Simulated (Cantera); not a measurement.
**Low-pressure radical oxidation in H2/O2**

An isothermal, constant-pressure homogeneous reactor starts with H₂ : O₂ : N₂ = 0.011 : 1 : 0.79 (molar parts), equivalence ratio 0.0055, at 1250 K and 20.0 Torr.

Computed with Cantera and the H2/O2 subset of GRI-Mech 3.0, which has no nitrogen chemistry. Radical loss at walls, strong at low pressure, is not modelled.

| t (s) | x H₂ | x O₂ | x O | x HO₂ | x H₂O | x H₂O₂ | x OH |
|---|---|---|---|---|---|---|---|
| 0.000100 | 0.00611 | 0.555 | 1.16e-9 | 1.55e-9 | 1.75e-10 | <1e-12 | 1.09e-9 |
| 0.000501 | 0.00611 | 0.555 | 1.46e-8 | 7.80e-9 | 9.05e-9 | 2.81e-12 | 1.16e-8 |
| 0.00251 | 0.00610 | 0.555 | 4.31e-6 | 6.03e-8 | 4.78e-6 | 7.09e-11 | 3.15e-6 |
| 0.0126 | 2.73e-5 | 0.550 | 0.00484 | 8.95e-7 | 0.00570 | 1.95e-8 | 0.000540 |
| 0.0632 | 1.64e-5 | 0.551 | 0.00296 | 7.09e-7 | 0.00583 | 1.76e-8 | 0.000423 |
| 0.317 | 3.69e-6 | 0.553 | 0.000655 | 3.18e-7 | 0.00601 | 1.10e-8 | 0.000202 |
| 1.59 | 3.00e-7 | 0.554 | 5.33e-5 | 5.90e-8 | 0.00610 | 2.53e-9 | 5.81e-5 |
| 7.98 | 2.29e-8 | 0.554 | 4.10e-6 | 7.90e-9 | 0.00612 | 2.97e-10 | 1.62e-5 |
| 40.0 | 3.03e-9 | 0.554 | 5.47e-7 | 4.23e-9 | 0.00612 | 4.53e-11 | 5.91e-6 |
x: mole fraction; the columns are a selection and need not sum to one.

Equilibrium at this temperature and pressure: H₂ 1.75e-9, O₂ 0.554, O 3.18e-7, HO₂ 4.73e-9, H₂O 0.00612, H₂O₂ 2.74e-11, OH 4.50e-6 (gas phase only).
